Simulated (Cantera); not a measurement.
A closed system holds: 1 mol SiC, 0.84 mol CO2, 10 mol H2, a varied amount of N2O, equilibrated at 1500 K and 0.100 bar.

Cantera equilibrium calculation (NASA polynomials, part measured and part estimated; ideal gas, pure solids and liquids). Candidate condensed phases: C, C6H6, C7H8, C8H18, H2O, Si, SiC, SiO2, Si2N2O, Si3N4; 151 gas species. Mutual solubility and eutectic melting of coexisting phases are not modelled. The tables hold silica as quartz up to 1696 K and as liquid above; real silica turns to tridymite and cristobalite and melts near 1996 K. Equilibrium is a limit: real reactors are often held back by kinetics, nucleation or transport.

**Question.** Which condensed phases are stable at each of these points (n(N2O) (mol)): 0.04, 0.079, 0.16, 0.31, 0.63, 1.2, 2.5?

**Answer.** 
```csv
n(N2O) (mol),condensed phases,Si condensed (%)
0.04,SiC(s) + SiO2(β-quartz) + Si2N2O(s),99.4
0.079,SiC(s) + SiO2(β-quartz) + Si2N2O(s),99.4
0.16,SiC(s) + SiO2(β-quartz) + Si2N2O(s),99.4
0.31,SiC(s) + SiO2(β-quartz) + Si2N2O(s),99.4
0.63,C(graphite) + Si2N2O(s),99.9
1.2,SiO2(β-quartz) + Si2N2O(s),99.9
2.5,SiO2(β-quartz),100.0
```

From 0.04 mol N2O to 0.31 mol N2O the condensed part is SiC(s) + SiO2(β-quartz) + Si2N2O(s). At 0.63 mol N2O the condensed part is C(graphite) + Si2N2O(s). At 1.2 mol N2O the condensed part is SiO2(β-quartz) + Si2N2O(s). At 2.5 mol N2O the condensed part is SiO2(β-quartz).
